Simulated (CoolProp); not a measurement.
500 sccm (0 °C, 1 atm) of nitrogen bubbles through liquid water at 304.6 K and leaves saturated at a total pressure of 0.0973 MPa (ideal gas phase). Each further row changes one setting.

Model: reference Helmholtz-energy equation of state, Wagner 2002, in CoolProp.

```
case                      vapour pressure (kPa)  mole fraction of vapour  delivery (mg/min)  delivery (sccm)  change of delivery for a bath 1 K warmer (%)
------------------------  ---------------------  -----------------------  -----------------  ---------------  --------------------------------------------
as stated                                  4.61                   0.0474               20.0             24.9                                           6.1
bath temperature 309.6 K                   6.10                   0.0627               26.9             33.4                                           6.0
total pressure 0.195 MPa                   4.61                   0.0237               9.74             12.1                                           6.0
```
